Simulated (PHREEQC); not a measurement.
# Buffer (model solution)

Solution (40 °C): 57 mmol/kgw NaH2PO4, 24 mmol/kgw Na2HPO4 and 5.85 mmol/kgw NaCl. Closed to the air; pH follows from the charge balance.

Model: ion-association model, wateq4f.dat, run in PHREEQC.

No solid was allowed to form.

Question: What pH, ionic strength does the model give?

Answer: pH 6.41; ionic strength 0.132 mol/kgw.

Question: In which forms is Na present?

Answer: Na+ 99 %, NaHPO4- 1.4 % of the Na.

Complexes and solids missing from the database can't appear. H3PO4, which wateq4f.dat lacks, is added to it with the constant of phreeqc.dat. Away from 25 °C the constants follow the database's enthalpies or fits; those with neither stay at their 25 °C values.
